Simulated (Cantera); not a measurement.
Input (Python, Cantera) and output of one run.

```python
import numpy as np
import cantera as ct

gas_names = """
    H H2 N NH NH2 NH3 N2 N2H2 N2H4 Si SiH SiH2 SiH3 SiH4 SiN Si2 Si2N Si3
""".split()
cond_names = """
    Si(cr) Si(L) Si3N4(a)
""".split()


# ... load() reads the species with a 1 bar reference pressure and builds the phases ...
atoms = {
    'trisilylamine': {'Si': 3, 'N': 1, 'H': 9},
    'N2': {'N': 2},
    'H2': {'H': 2},
    'NH3': {'N': 1, 'H': 3},
}
top_T = {'Si3N4(a)': 2400}  # K; cautious upper limits of use, not melting points


# ... equilibrate(T, P, feed) seeds the gas with the atoms and calls Mixture.equilibrate('TP', solver="vcs", rtol=1e-11, max_steps=5000) ...
results = []
feed = {'trisilylamine': 1, 'N2': 45, 'H2': 5.3, 'NH3': 5.3}  # mol
T = 1675  # K
P = 21  # Pa
mix = equilibrate(T, P, feed)
results.append((T, P, feed, dict(zip(mix.species_names, mix.species_moles))))
print(gas.report(threshold=0.001))
for i in range(1, mix.n_phases):
    print(f"{mix.phase(i).name:16s} {mix.phase_moles(i):12.5e} mol")
```

Output:

```
       temperature   1675 K
          pressure   21 Pa
           density   3.1644e-05 kg/m^3
  mean mol. weight   20.985 kg/kmol
   phase of matter   gas

                          1 kg             1 kmol
                     ---------------   ---------------
          enthalpy        2.1739e+06        4.5619e+07  J
   internal energy        1.5102e+06        3.1693e+07  J
           entropy             14486        3.0399e+05  J/K
    Gibbs function        -2.209e+07       -4.6356e+08  J
 heat capacity c_p            1648.6             34597  J/K
 heat capacity c_v            1252.4             26283  J/K

                      mass frac. Y      mole frac. X     chem. pot. / RT
                     ---------------   ---------------   ---------------
                 H        0.00019854         0.0041334           -14.361
                H2          0.025567           0.26614           -28.722
                N2           0.97126           0.72757           -35.145
                Si         0.0027657         0.0020665           -4.8643
     [  +14 minor]        0.00020502        8.6148e-05

Si(cr)            2.85474e+00 mol
Si3N4(a)          0.00000e+00 mol
```

Equilibrium computed with Cantera from the NASA thermochemical tables; the gas is ideal and each condensed phase is pure. The feed counts by its element totals alone. The tables' values for SiN are old estimates; treat these amounts as uncertain.
